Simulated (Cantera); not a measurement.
Cantera run, input and output.

```python
import numpy as np
import cantera as ct

gas = ct.Solution("h2o2.yaml")
gas.TPX = 1075, 2666, {'H2': 0.14, 'O2': 1, 'N2': 0.16, 'H2O': 0.0022}
inlet = ct.Reservoir(gas, clone=True)

reactor = ct.IdealGasConstPressureReactor(gas, energy="off", clone=False)
exhaust = ct.Reservoir(gas, clone=True)
tau = [1.7, 0.68, 0.27, 0.11, 0.044, 0.018, 0.0071, 0.0029, 0.0011][0]
for a, b in ((inlet, reactor), (reactor, exhaust)):
    ct.MassFlowController(a, b, mdot=lambda t: reactor.mass / tau)
net = ct.ReactorNet([reactor])
show = ['H2', 'O2', 'H2O2', 'H', 'HO2', 'OH', 'O']

rows = []
print(f"{'tau/s':>10s}{'T/K':>9s}" + "".join(f"{s:>11s}" for s in show))
for tau in [1.7, 0.68, 0.27, 0.11, 0.044, 0.018, 0.0071, 0.0029, 0.0011]:
    net.initial_time = 0.0
    net.advance(30 * tau)
    before = gas.X
    net.advance(40 * tau)
    drift = np.max(np.abs(gas.X - before) / (gas.X + 1e-9))
    rows.append([gas.T, *gas[show].X, drift])
    print(f"{tau:10.3e}{gas.T:9.1f}" + "".join(f"{x:11.3e}" for x in gas[show].X))
```

Output:

```
     tau/s      T/K         H2         O2       H2O2          H        HO2         OH          O
 1.700e+00   1075.0  2.922e-04  7.541e-01  2.956e-07  5.010e-05  4.417e-06  4.626e-04  5.612e-04
 6.800e-01   1075.0  5.088e-04  7.536e-01  3.564e-07  1.246e-04  6.164e-06  6.378e-04  1.014e-03
 2.700e-01   1075.0  8.792e-04  7.528e-01  4.198e-07  3.105e-04  8.218e-06  8.885e-04  1.814e-03
 1.100e-01   1075.0  1.482e-03  7.514e-01  4.815e-07  7.468e-04  1.036e-05  1.235e-03  3.136e-03
 4.400e-02   1075.0  2.507e-03  7.490e-01  5.416e-07  1.794e-03  1.249e-05  1.736e-03  5.345e-03
 1.800e-02   1075.0  4.177e-03  7.453e-01  5.926e-07  4.064e-03  1.423e-05  2.408e-03  8.672e-03
 7.100e-03   1075.0  7.115e-03  7.396e-01  6.324e-07  8.807e-03  1.538e-05  3.315e-03  1.346e-02
 2.900e-03   1075.0  1.197e-02  7.331e-01  6.631e-07  1.608e-02  1.561e-05  4.319e-03  1.843e-02
 1.100e-03   1075.0  2.158e-02  7.289e-01  7.079e-07  2.389e-02  1.493e-05  5.315e-03  2.121e-02
```

Cantera simulation using the H2/O2 subset of GRI-Mech 3.0, which has no nitrogen chemistry; the numbers are that mechanism's predictions, not measurements. Radical loss at walls, strong at low pressure, is not modelled. The temperature is held fixed by assumption; the heat of reaction is taken as removed at once.
